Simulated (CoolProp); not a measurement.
A simple Rankine cycle with neopentane: condensing at 332.15 K, boiler at 2.27 MPa, turbine inlet 417.5 K, turbine efficiency 0.65, pump efficiency 0.7, no recuperator. Each further row changes one setting.

Model: reference Helmholtz-energy equation of state, Lemmon 2006, in CoolProp. It is a short technical equation, of lower accuracy than the large ones.

| case | thermal efficiency (%) | net work (kJ/kg) | heat in (kJ/kg) | turbine exit temperature (K) | volume ratio over the turbine |
|---|---|---|---|---|---|
| as stated | 8.3 | 32.9 | 394 | 375.1 | 6.83 |
| turbine inlet 437.5 K | 8.2 | 37.3 | 453 | 400.3 | 6.14 |
| condensing temperature 324.15 K | 9.2 | 37.9 | 414 | 371.5 | 8.44 |
| boiler pressure 1.59 MPa | 7.0 | 29.5 | 423 | 390.4 | 4.00 |
| turbine efficiency 0.55 | 6.9 | 27.1 | 394 | 377.8 | 6.89 |
